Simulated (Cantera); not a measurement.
An adiabatic, constant-volume homogeneous reactor starts with CH4 : O2 : N2 = 1 : 1.43 : 5.37 (molar parts), at 1025 K and 760 Torr. Integrator tolerance rtol = 1e-08.

Model: GRI-Mech 3.0 (53 species, 325 reactions), integrated in Cantera.

What does this change do: pressure from 760 Torr to 6150 Torr?


```
quantity                                                            before                                      after
---------------------------------  ---------------------------------------  -----------------------------------------
time of steepest temperature rise                                  0.820 s                                    77.0 ms
temperature at 9.00 s                                               2764 K                                     2861 K
equilibrium temperature                                             2764 K                                     2861 K
x(CH4) at 9.00 s                   <1e-12 (gas-phase equilibrium 1.06e-12)  4.29e-11 (gas-phase equilibrium 4.87e-11)
x(O2) at 9.00 s                    0.00110 (gas-phase equilibrium 0.00110)  0.000314 (gas-phase equilibrium 0.000314)
x(CO) at 9.00 s                      0.0822 (gas-phase equilibrium 0.0822)      0.0819 (gas-phase equilibrium 0.0819)
x(N2O) at 9.00 s                   1.97e-7 (gas-phase equilibrium 1.97e-7)    3.51e-7 (gas-phase equilibrium 3.51e-7)
x(H2O) at 9.00 s                       0.170 (gas-phase equilibrium 0.170)        0.177 (gas-phase equilibrium 0.177)
x(NO) at 9.00 s                    0.00228 (gas-phase equilibrium 0.00228)    0.00140 (gas-phase equilibrium 0.00140)
x(HO2) at 9.00 s                   8.87e-7 (gas-phase equilibrium 8.87e-7)    7.34e-7 (gas-phase equilibrium 7.34e-7)
```

What does this change do: O2 1.43 to 2.1 parts?


```
quantity                                                            before                                    after
---------------------------------  ---------------------------------------  ---------------------------------------
time of steepest temperature rise                                  0.820 s                                  0.486 s
temperature at 9.00 s                                               2764 K                                   2918 K
equilibrium temperature                                             2764 K                                   2918 K
x(CH4) at 9.00 s                   <1e-12 (gas-phase equilibrium 1.06e-12)    <1e-12 (gas-phase equilibrium <1e-12)
x(O2) at 9.00 s                    0.00110 (gas-phase equilibrium 0.00110)    0.0304 (gas-phase equilibrium 0.0304)
x(CO) at 9.00 s                      0.0822 (gas-phase equilibrium 0.0822)    0.0499 (gas-phase equilibrium 0.0499)
x(N2O) at 9.00 s                   1.97e-7 (gas-phase equilibrium 1.97e-7)  1.22e-6 (gas-phase equilibrium 1.22e-6)
x(H2O) at 9.00 s                       0.170 (gas-phase equilibrium 0.170)      0.184 (gas-phase equilibrium 0.184)
x(NO) at 9.00 s                    0.00228 (gas-phase equilibrium 0.00228)    0.0143 (gas-phase equilibrium 0.0143)
x(HO2) at 9.00 s                   8.87e-7 (gas-phase equilibrium 8.87e-7)  1.53e-5 (gas-phase equilibrium 1.53e-5)
```
